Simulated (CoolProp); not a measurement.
Computed with CoolProp (reference Helmholtz-energy equation of state, Lemmon 2006). It is a short technical equation, of lower accuracy than the large ones.

Problem. Give the vapour pressure (MPa), vapour density (kg/m³), surface tension (mN/m) of saturated carbon monoxide at -176.05 °C.

Solution. 
```
T (°C)   p (MPa)  vapour density (kg/m³)  surface tension (mN/m)
-------  -------  ----------------------  ----------------------
-176.05    0.436                    17.1                    6.30
```

Surface tension comes from a separate correlation (Mulero 2012).
